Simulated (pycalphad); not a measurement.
All values are pycalphad results on the COST 507 light-alloy database (1999) (1 atm), not direct measurements. The database dates from 1999; later assessments differ in places, in temperatures and in the compounds included. Kinetics are ignored, which matters at the lower temperatures.

Molar enthalpy of Ti-3.04Hf-0.16B (at.%) in equilibrium (SER reference):

```csv
T (°C),H (kJ/mol),phases
2577,111.98,LIQUID
2457,106.43,LIQUID
2337,100.89,LIQUID
2217,95.35,LIQUID
2097,89.80,LIQUID
1977,84.26,LIQUID
1857,78.72,LIQUID
1737,73.18,LIQUID
1697,71.34,LIQUID
1617,54.44,BCC_A2 + LIQUID
1537,50.94,BCC_A2
1497,49.52,BCC_A2
1377,45.41,BCC_A2
1257,41.47,BCC_A2
1137,37.68,BCC_A2 + BM
1017,34.02,BCC_A2 + BM
897,30.45,BCC_A2 + BM
777,22.43,HCP_A3 + BM
657,18.50,HCP_A3 + BM
537,14.70,HCP_A3 + BM
417,11.04,HCP_A3 + BM
297,7.51,HCP_A3 + BM
```

Cooling from 1697 °C to 1537 °C, across the freezing range, releases 20.4 kJ/mol, or 394 J/g. The slope is 46 J/(mol K) in the liquid and 35 J/(mol K) just below the solidus, where it includes any heat of precipitation. Liquidus 1658 °C, solidus 1572 °C. Changes were sought between steps of 40 K, so a narrower field can be missed.

Database names, with the compositions (at.%) that they take in these runs: BM: Ti 50 B 50. BCC_A2 is bcc; HCP_A3 is hcp.
